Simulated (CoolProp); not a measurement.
Vapour-liquid equilibrium of R13 (1) + propylene (2) at 2.95 °C; x and y are mole fractions of (1).

Computed with CoolProp (multi-fluid Helmholtz-energy mixture model, Platzer 1990 and Lemmon 2013; pair parameters Bell 2016). This equation is an older, rougher fit; its heat capacities, sound speeds and derivatives of the liquid may be far off and weren't checked against measurements.

```json
[
 {"x": "0.05", "bubble pressure (bar)": "7.577", "y at the bubble point": "0.177", "dew pressure at overall composition x (bar)": "6.674", "liquid density (mol/L)": "12.76"},
 {"x": "0.15", "bubble pressure (bar)": "9.721", "y at the bubble point": "0.392", "dew pressure at overall composition x (bar)": "7.364", "liquid density (mol/L)": "12.54"},
 {"x": "0.25", "bubble pressure (bar)": "11.56", "y at the bubble point": "0.520", "dew pressure at overall composition x (bar)": "8.200", "liquid density (mol/L)": "12.30"},
 {"x": "0.35", "bubble pressure (bar)": "13.17", "y at the bubble point": "0.609", "dew pressure at overall composition x (bar)": "9.224", "liquid density (mol/L)": "12.06"},
 {"x": "0.45", "bubble pressure (bar)": "14.61", "y at the bubble point": "0.678", "dew pressure at overall composition x (bar)": "10.50", "liquid density (mol/L)": "11.81"},
 {"x": "0.55", "bubble pressure (bar)": "15.93", "y at the bubble point": "0.737", "dew pressure at overall composition x (bar)": "12.08", "liquid density (mol/L)": "11.56"},
 {"x": "0.65", "bubble pressure (bar)": "17.17", "y at the bubble point": "0.792", "dew pressure at overall composition x (bar)": "14.01", "liquid density (mol/L)": "11.31"},
 {"x": "0.75", "bubble pressure (bar)": "18.36", "y at the bubble point": "0.846", "dew pressure at overall composition x (bar)": "16.22", "liquid density (mol/L)": "11.06"},
 {"x": "0.85", "bubble pressure (bar)": "19.54", "y at the bubble point": "0.903", "dew pressure at overall composition x (bar)": "18.45", "liquid density (mol/L)": "10.81"},
 {"x": "0.95", "bubble pressure (bar)": "20.68", "y at the bubble point": "0.966", "dew pressure at overall composition x (bar)": "20.41", "liquid density (mol/L)": "10.59"}
]
```

No azeotrope shows between x = 0.05 and 0.95.

The pair parameters rest on a limited set of measurements; away from them the model extrapolates.
